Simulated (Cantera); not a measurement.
An isothermal, constant-pressure homogeneous reactor starts with NH3 : N2 = 1 : 0.75 (molar parts), at 1725 K and 1200 Pa.

Model: the gas-phase N/H chemistry of the illustrative SiF4/NH3 mechanism in the Surface Chemkin manual (1991), integrated in Cantera. Walls and surfaces, which speed up NH3 decomposition in real reactors, are not modelled.

Problem. Predict: x(NH3) at 9.00 s; x(N) at 9.00 s; x(NH) at 9.00 s; x(N2) at 9.00 s; x(H) at 9.00 s; x(N2H2) at 9.00 s; x(H2) at 9.00 s.

Solution. 
| Quantity | Value |
|---|---|
| x(NH3) at 9.00 s | 0.358 (gas-phase equilibrium 1.11e-7) |
| x(N) at 9.00 s | 1.85e-7 (gas-phase equilibrium 5.57e-11) |
| x(NH) at 9.00 s | 3.09e-6 (gas-phase equilibrium 8.50e-11) |
| x(N2) at 9.00 s | 0.438 (gas-phase equilibrium 0.454) |
| x(H) at 9.00 s | 5.34e-5 (gas-phase equilibrium 0.00126) |
| x(N2H2) at 9.00 s | 1.62e-6 (gas-phase equilibrium <1e-12) |
| x(H2) at 9.00 s | 0.203 (gas-phase equilibrium 0.544) |
